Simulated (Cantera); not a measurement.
A freely propagating, adiabatic, planar premixed flame of CO : H₂ : CH₄ : O₂ : N₂ = 1 : 0.073 : 0.096 : 0.759 : 1.97 (molar parts), equivalence ratio 0.96, unburnt at 500 K and 9.87 atm; mixture-averaged transport, grid criteria slope 0.08 and curve 0.16, no radiation.

Model: GRI-Mech 3.0 (53 species, 325 reactions), integrated in Cantera. Burning velocities carry a grid error of a few per cent, more on coarse grids.

Q: Predict: laminar burning velocity; thermal thickness; peak x(C₂H₄); peak x(C₂H).

A: 
```json
{
  "laminar_burning_velocity": "111 cm/s",
  "thermal_thickness": "0.0395 mm",
  "peak x(C₂H₄)": "6.36e-6",
  "peak x(C₂H)": "<1e-8"
}
```
